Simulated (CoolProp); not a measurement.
Values from CoolProp's reference Helmholtz-energy equation of state, Thol 2014.

Question: For chloromethane (R40), give the phase and the density (kg/m³), cp (kJ/(kg K)), cv (kJ/(kg K)), isothermal compressibility (1/MPa) at 500 K and 1.73 MPa; 500 K and 6.93 MPa.

Answer: 
- 500 K and 1.73 MPa: gas; density 22.1, cp 1.16, cv 0.946, isothermal compressibility 0.610
- 500 K and 6.93 MPa: supercritical; density 107, cp 1.47, cv 0.999, isothermal compressibility 0.187
